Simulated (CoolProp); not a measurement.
Vapour-liquid equilibrium of ethylene (1) + propane (2) at 185.2 K; x and y are mole fractions of (1).

Computed with CoolProp (multi-fluid Helmholtz-energy mixture model, Smukala 2000 and Lemmon 2009; pair parameters Bell 2016).

```csv
x,"bubble pressure, mixture model (MPa)","bubble pressure, Raoult's law (MPa)","y, mixture model","y, Raoult's law"
0.05,0.02078,0.01891,0.654,0.623
0.125,0.04057,0.03603,0.835,0.818
0.2,0.05992,0.05314,0.896,0.887
0.275,0.07860,0.07026,0.927,0.923
0.35,0.09651,0.08737,0.946,0.944
0.425,0.1136,0.1045,0.958,0.959
0.5,0.1300,0.1216,0.967,0.969
0.575,0.1458,0.1387,0.974,0.977
0.65,0.1612,0.1558,0.980,0.983
0.725,0.1764,0.1730,0.985,0.988
0.8,0.1917,0.1901,0.989,0.992
0.875,0.2075,0.2072,0.993,0.995
0.95,0.2240,0.2243,0.997,0.998
```

The largest gap from Raoult's law is +12.8 % in bubble pressure, at x = 0.2. No azeotrope shows between x = 0.05 and 0.95.

The pair parameters rest on a limited set of measurements; away from them the model extrapolates.
